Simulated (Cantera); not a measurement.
A Cantera script and what it prints.

```python
import numpy as np
import cantera as ct

gas_names = """
    Cr CrN H H2 N NH NH2 NH3 N2 N2H2 N2H4
""".split()
cond_names = """
    Cr(cr) Cr(L) CrN(s) Cr2N(s)
""".split()


def load(file, names, dense=False):
    # The tables refer to 1 bar. Condensed volumes are neglected.
    table = {s.name: s for s in ct.Species.list_from_file(file)}
    out = []
    for n in names:
        d = dict(table[n].input_data)
        d["thermo"] = dict(d["thermo"], **{"reference-pressure": 1e5})
        if dense:
            d["equation-of-state"] = {"model": "constant-volume", "density": "1e6 g/cm^3"}
        out.append(ct.Species.from_dict(d))
    return out


gas = ct.Solution(thermo="ideal-gas", species=load("nasa_gas.yaml", gas_names))
cond = {s.name: ct.Solution(thermo="fixed-stoichiometry", species=[s], name=s.name)
        for s in load("nasa_condensed.yaml", cond_names, dense=True)}
atoms = {
    'Cr': {'Cr': 1},
    'N2': {'N': 2},
    'H2': {'H': 2},
}
top_T = {'CrN(s)': 1900, 'Cr2N(s)': 1900}  # K; cautious upper limits of use, not melting points


def equilibrate(T, P, feed):
    n = {}
    for name, mol in feed.items():
        for a, k in atoms[name].items():
            n[a] = n.get(a, 0.0) + k * mol
    gas.TPX = T, P, n
    mass = sum(n.values()) * gas.mean_molecular_weight
    gas.equilibrate("TP")
    valid = [c for c in cond.values() if c.min_temp <= T <= top_T.get(c.name, c.max_temp)]
    mix = ct.Mixture([(gas, mass / gas.mean_molecular_weight)] + [(c, 0.0) for c in valid])
    mix.T, mix.P = T, P
    mix.equilibrate("TP", solver="vcs", rtol=1e-11, max_steps=5000)
    return mix


results = []
feed = {'Cr': 1, 'N2': 0.98, 'H2': 23}  # mol
P = 140  # Pa
for T in [925, 1025, 1125, 1225, 1325, 1425, 1525, 1625, 1725, 1825, 1925, 2025, 2125]:
    mix = equilibrate(T, P, feed)
    results.append((T, P, feed, dict(zip(mix.species_names, mix.species_moles))))
    x = sorted(zip(gas.X, gas.species_names), reverse=True)
    print(f"T = {T:g} K  P = {P:g} Pa  gas = {mix.phase_moles(0):.4g} mol")
    print("   x: " + "  ".join(f"{s} {v:.3e}" for v, s in x if v > 0.0001))
    print("   condensed (mol): " + ("  ".join(f"{mix.phase(i).name} {mix.phase_moles(i):.4g}"
          for i in range(1, mix.n_phases) if mix.phase_moles(i) > 1e-12) or "none"))
```

Output:

```
T = 925 K  P = 140 Pa  gas = 23.73 mol
   x: H2 9.692e-01  N2 3.076e-02
   condensed (mol): Cr2N(s) 0.5
T = 1025 K  P = 140 Pa  gas = 23.73 mol
   x: H2 9.692e-01  N2 3.076e-02
   condensed (mol): Cr2N(s) 0.5
T = 1125 K  P = 140 Pa  gas = 23.98 mol
   x: H2 9.591e-01  N2 4.087e-02
   condensed (mol): Cr(cr) 1
T = 1225 K  P = 140 Pa  gas = 23.98 mol
   x: H2 9.591e-01  N2 4.087e-02
   condensed (mol): Cr(cr) 1
T = 1325 K  P = 140 Pa  gas = 23.98 mol
   x: H2 9.591e-01  N2 4.087e-02
   condensed (mol): Cr(cr) 0.9998
T = 1425 K  P = 140 Pa  gas = 23.98 mol
   x: H2 9.589e-01  N2 4.086e-02  H 1.785e-04
   condensed (mol): Cr(cr) 0.9981
T = 1525 K  P = 140 Pa  gas = 24 mol
   x: H2 9.579e-01  N2 4.083e-02  Cr 6.662e-04  H 6.188e-04
   condensed (mol): Cr(cr) 0.984
T = 1625 K  P = 140 Pa  gas = 24.11 mol
   x: H2 9.532e-01  N2 4.065e-02  Cr 4.285e-03  H 1.841e-03
   condensed (mol): Cr(cr) 0.8967
T = 1725 K  P = 140 Pa  gas = 24.58 mol
   x: H2 9.333e-01  N2 3.987e-02  Cr 2.201e-02  H 4.795e-03
   condensed (mol): Cr(cr) 0.459
T = 1825 K  P = 140 Pa  gas = 25.12 mol
   x: H2 9.100e-01  Cr 3.981e-02  N2 3.901e-02  H 1.123e-02
   condensed (mol): none
T = 1925 K  P = 140 Pa  gas = 25.29 mol
   x: H2 8.975e-01  Cr 3.955e-02  N2 3.876e-02  H 2.421e-02
   condensed (mol): none
T = 2025 K  P = 140 Pa  gas = 25.6 mol
   x: H2 8.745e-01  H 4.810e-02  Cr 3.907e-02  N2 3.829e-02
   condensed (mol): none
T = 2125 K  P = 140 Pa  gas = 26.14 mol
   x: H2 8.355e-01  H 8.871e-02  Cr 3.826e-02  N2 3.749e-02
   condensed (mol): none
```

These are equilibrium values from Cantera (NASA tables, ideal gas, pure condensed phases), not measurements of a reactor.
